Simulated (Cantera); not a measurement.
Feed: 1 mol BN, 15 mol H₂, 9.6 mol N₂, held at 0.000680 bar.

Cantera equilibrium calculation (NASA polynomials, part measured and part estimated; ideal gas, pure solids and liquids). Candidate condensed phases: B, BN; 15 gas species. The tables' values for BH₂ are old estimates; treat these amounts as uncertain. The numbers say what is thermodynamically allowed, not how fast it happens.

x: gas mole fraction; n: condensed amount in mol.

| T (K) | x H₂ | x N₂ | x H | x B | x BH₂ | x BH | x BN | n BN(s) | n B(s) |
|---|---|---|---|---|---|---|---|---|---|
| 800 | 0.610 | 0.390 | 8.67e-11 | <1e-12 | <1e-12 | <1e-12 | <1e-12 | 1.00 | 0 |
| 900 | 0.610 | 0.390 | 3.50e-9 | <1e-12 | <1e-12 | <1e-12 | <1e-12 | 1.00 | 0 |
| 1000 | 0.610 | 0.390 | 6.80e-8 | <1e-12 | <1e-12 | <1e-12 | <1e-12 | 1.00 | 0 |
| 1100 | 0.610 | 0.390 | 7.74e-7 | <1e-12 | <1e-12 | <1e-12 | <1e-12 | 1.00 | 0 |
| 1200 | 0.610 | 0.390 | 5.91e-6 | <1e-12 | 3.69e-12 | <1e-12 | <1e-12 | 1.00 | 0 |
| 1300 | 0.610 | 0.390 | 3.31e-5 | <1e-12 | 1.14e-10 | <1e-12 | <1e-12 | 1.00 | 0 |
| 1400 | 0.610 | 0.390 | 0.000146 | <1e-12 | 2.15e-9 | <1e-12 | <1e-12 | 1.00 | 0 |
| 1500 | 0.609 | 0.390 | 0.000527 | 1.29e-11 | 2.73e-8 | (withheld) | 1.31e-12 | 1.000 | 0 |
| 1600 | 0.608 | 0.390 | 0.00163 | 7.35e-10 | 2.51e-7 | (withheld) | 4.83e-11 | 1.000 | 0 |
| 1700 | 0.606 | 0.389 | 0.00440 | 2.59e-8 | 1.77e-6 | (withheld) | 1.16e-9 | 1.000 | 0 |
| 1800 | 0.601 | 0.388 | 0.0106 | 6.12e-7 | 9.93e-6 | (withheld) | 1.95e-8 | 1.000 | 0 |
| 1900 | 0.591 | 0.386 | 0.0234 | 1.04e-5 | 4.61e-5 | (withheld) | 2.42e-7 | 0.999 | 0 |
| 2000 | 0.571 | 0.381 | 0.0471 | 0.000132 | 0.000180 | (withheld) | 2.33e-6 | 0.992 | 0 |
| 2100 | 0.527 | 0.385 | 0.0868 | 0.000955 | 0.000426 | (withheld) | 1.32e-5 | 0 | 0.963 |

Complete the blanks.


- 1500, x BH: 6.93e-12
- 1600, x BH: 2.14e-10
- 1700, x BH: 4.40e-9
- 1800, x BH: 6.42e-8
- 1900, x BH: 7.01e-7
- 2000, x BH: 5.97e-6
- 2100, x BH: 2.92e-5
